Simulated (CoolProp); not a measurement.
Properties of CH2F2 (R32) along the isotherm 91.25 °C.

Computed with CoolProp (reference Helmholtz-energy equation of state, Tillner-Roth 1997).

| p (kPa) | phase | expansivity (1/kK) | Prandtl number |
|---|---|---|---|
| 27.4 | gas | 2.760 | 0.792 |
| 40.3 | gas | 2.768 | 0.792 |
| 59.1 | gas | 2.779 | 0.792 |
| 86.7 | gas | 2.795 | 0.793 |
| 127 | gas | 2.819 | 0.793 |
| 187 | gas | 2.856 | 0.794 |
| 274 | gas | 2.909 | 0.796 |
| 403 | gas | 2.991 | 0.799 |
| 591 | gas | 3.116 | 0.803 |
| 867 | gas | 3.312 | 0.810 |
| 1270 | gas | 3.630 | 0.823 |
| 1870 | gas | 4.186 | 0.848 |
| 2740 | gas | 5.241 | 0.898 |
| 4030 | gas | 7.798 | 1.02 |
| 5910 | supercritical | 19.40 | 1.53 |
| 8670 | supercritical | 24.37 | 2.55 |

Viscosity comes from a separate model (Bell 2016), an estimate that may be off by 10 % or more. Thermal conductivity comes from a separate model (Huber 2003), an estimate that may be off by 10 % or more.
